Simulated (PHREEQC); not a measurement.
0.2 mol of Gypsum (CaSO4:2H2O) is brought to equilibrium with 1 kg of water holding 0.024 mol/kgw CaCl2, at 25 °C under several pressures of CO2. O2 is buffered at 0.21 atm. The run lets Gypsum, Calcite precipitate or redissolve, and no other solid.

The numbers come from PHREEQC with the ion-association model, phreeqc.dat.

Question: Predict CO2 (mol/kgw) at log pCO2 (atm) = -4.5, -3.5, -3, -2, -0.5.

Answer: 
```tsv
log pCO2 (atm)	CO2 (mol/kgw)
-4.5	1.05e-6
-3.5	1.05e-5
-3	3.33e-5
-2	0.000333
-0.5	0.0105
```

Species that the database lacks are ignored.
